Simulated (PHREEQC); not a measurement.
Make-up at 30 °C: 0.002 mol/kgw H2SO4, 0.0039 mol/kgw ZnSO4 and 0.3 mol/kgw MgSO4. Closed to the air; pH follows from the charge balance.

All values are PHREEQC results (ion-association model, phreeqc.dat), not measurements.

The ionic strength comes out as 0.458 mol/kgw. What activity coefficients do Mg+2, Zn+2, Zn(SO4)2-2, SO4-2, H+ get?

Mg+2 0.29, Zn+2 0.22, Zn(SO4)2-2 0.28, SO4-2 0.21, H+ 0.77.

Precipitation was switched off in this run.
